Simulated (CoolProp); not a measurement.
Properties of nitrous oxide along the isobar 22.9 MPa.

Computed with CoolProp (reference Helmholtz-energy equation of state, Lemmon 2006). It is a short technical equation, of lower accuracy than the large ones.

| T (K) | phase | density (kg/m³) | cp (kJ/(kg K)) | expansivity (1/kK) | fugacity coefficient |
|---|---|---|---|---|---|
| 243.7 | liquid | 1096 | 1.717 | 2.707 | [?] |
| 275.7 | liquid | 995.6 | 1.800 | 3.360 | 0.1668 |
| 307.8 | liquid | [?] | 1.940 | [?] | 0.2858 |
| 339.8 | supercritical | 741.0 | 2.145 | 6.367 | 0.4180 |
| 371.8 | supercritical | 585.5 | 2.227 | 8.055 | 0.5436 |
| 403.9 | supercritical | 455.6 | 1.967 | 7.206 | 0.6483 |
| 435.9 | supercritical | 371.6 | 1.692 | 5.581 | 0.7302 |
| 468 | supercritical | 317.0 | 1.522 | 4.388 | 0.7942 |
| 500 | supercritical | 279.3 | 1.423 | [?] | 0.8444 |

Question: What belongs in the gaps?

Answer: 
- 243.7, fugacity coefficient: 0.07845
- 307.8, density (kg/m³): 879.4
- 307.8, expansivity (1/kK): 4.477
- 500, expansivity (1/kK): 3.593
